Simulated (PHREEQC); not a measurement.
**Brine: an equilibrium model**

Dissolve 1.1 mol NaCl and 0.037 mol H3BO3 per kg of water at 85 °C. Closed to the air; pH follows from the charge balance.

Computed with PHREEQC (ion-association model, phreeqc.dat).

This is a speciation only: nothing precipitates in the calculation.

Q: Predict the pH.

A: pH 5.10.

Caution: at this ionic strength the ion-association model is outside its range; a Pitzer model would be the better tool where its parameters exist. Species that the database lacks are ignored. Constants without temperature data keep their 25 °C values here.
